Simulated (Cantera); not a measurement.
A freely propagating, adiabatic, planar premixed flame of CH4 : O2 : N2 = 1 : 1.43 : 5.37 (molar parts), unburnt at 448 K and 1.01 bar; mixture-averaged transport, grid criteria slope 0.08 and curve 0.16, no radiation.

Detailed kinetics in Cantera: GRI-Mech 3.0 (53 species, 325 reactions). Burning velocities carry a grid error of a few per cent, more on coarse grids.

x: mole fraction of selected species; z is measured from the peak of heat release.

```
z (mm)  T (K)  u (m/s)     x CH4      x O2     x H2O      x NO  x C2H2    x CH2
------  -----  -------  --------  --------  --------  --------  ------  -------
-1.99     448    0.355     0.128     0.183   6.06e-5     <1e-8       ?    <1e-8
-1.33     453    0.360     0.127     0.182  0.000670     <1e-8       ?    <1e-8
-0.994    473    0.379     0.124     0.179   0.00328   4.94e-8       ?    <1e-8
-0.663    596    0.484     0.114     0.169    0.0182   5.33e-7       ?    <1e-8
-0.331   1075    0.894    0.0763     0.124    0.0732   5.43e-6       ?  2.80e-8
-0.166   1467     1.24    0.0425    0.0790     0.118   1.12e-5       ?  2.38e-6
0        1815     1.55    0.0124    0.0324     0.159   2.01e-5       ?  3.82e-5
0.166    1978     1.69   0.00209   0.00877     0.176   3.40e-5       ?  4.58e-5
0.331    2026     1.73  0.000395   0.00214     0.179   4.92e-5       ?  1.64e-5
0.663    2047     1.74   3.22e-5  0.000197     0.178   7.10e-5       ?  1.68e-6
1.33     2057     1.75   1.54e-6   4.91e-5     0.177   9.14e-5       ?  7.39e-8
2.65     2065     1.76   4.61e-8   2.80e-5     0.177  0.000105       ?    <1e-8
5.30     2073     1.76     <1e-8   1.34e-5     0.177  0.000110   <1e-8    <1e-8
```

Q: Some entries are withheld; supply them.

A: 
- -1.99, x C2H2: 2.47e-8
- -1.33, x C2H2: 5.11e-7
- -0.994, x C2H2: 4.16e-6
- -0.663, x C2H2: 4.56e-5
- -0.331, x C2H2: 0.000374
- -0.166, x C2H2: 0.000872
- 0, x C2H2: 0.00169
- 0.166, x C2H2: 0.00127
- 0.331, x C2H2: 0.000556
- 0.663, x C2H2: 0.000107
- 1.33, x C2H2: 8.01e-6
- 2.65, x C2H2: 2.22e-7
